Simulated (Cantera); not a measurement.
Feed: 1 mol SiO₂, a varied amount of NF₃, 2.2 mol H₂, equilibrated at 1427 °C and 10.0 mbar.

These are equilibrium values from Cantera (NASA tables, ideal gas, pure condensed phases), not measurements of a reactor. Candidate condensed phases: H₂O, Si, SiO₂, Si₂N₂O, Si₃N₄; 58 gas species. The tables' values for SiF₃ are old estimates; treat these amounts as uncertain. The tables hold silica as quartz up to 1696 K and as liquid above; real silica turns to tridymite and cristobalite and melts near 1996 K. Equilibrium is a limit: real reactors are often held back by kinetics, nucleation or transport.

x: gas mole fraction; n: condensed amount in mol.

```
n(NF₃) (mol)   x HF      x F     x H₂   x N₂  x SiF₄      x O₂     x H₂O  n SiO₂(condensed)
------------  -----  -------  -------  -----  ------  --------  --------  -----------------
0.8           0.572  1.60e-7    0.267  0.107  0.0172  7.24e-10    0.0357              0.933
1.1               ?        ?        ?      ?       ?         ?         ?              0.904
1.4           0.759  7.69e-7   0.0203  0.144  0.0256   2.60e-7    0.0515              0.874
1.8           0.710  1.91e-5  2.88e-5  0.157  0.0588    0.0433    0.0298              0.664
2.4           0.602  2.75e-5  9.99e-6  0.172   0.109     0.100    0.0157              0.245
3.1           0.497    0.102   <1e-12  0.175   0.113     0.112  8.33e-10                  0
4             0.367    0.300   <1e-12  0.166  0.0833    0.0828  4.47e-11                  0
5.3           0.266    0.453   <1e-12  0.160  0.0604    0.0600  8.77e-12                  0
6.9               ?        ?   <1e-12  0.155       ?         ?         ?                  0
9.1           0.147    0.633   <1e-12  0.152  0.0335    0.0332  1.03e-12                  0
```

### Question
Fill in the missing entries.

### Answer

- 1.1, x HF: 0.678
- 1.1, x F: 2.75e-7
- 1.1, x H₂: 0.127
- 1.1, x N₂: 0.128
- 1.1, x SiF₄: 0.0218
- 1.1, x O₂: 4.96e-9
- 1.1, x H₂O: 0.0446
- 6.9, x HF: 0.199
- 6.9, x F: 0.555
- 6.9, x SiF₄: 0.0451
- 6.9, x O₂: 0.0448
- 6.9, x H₂O: 2.82e-12
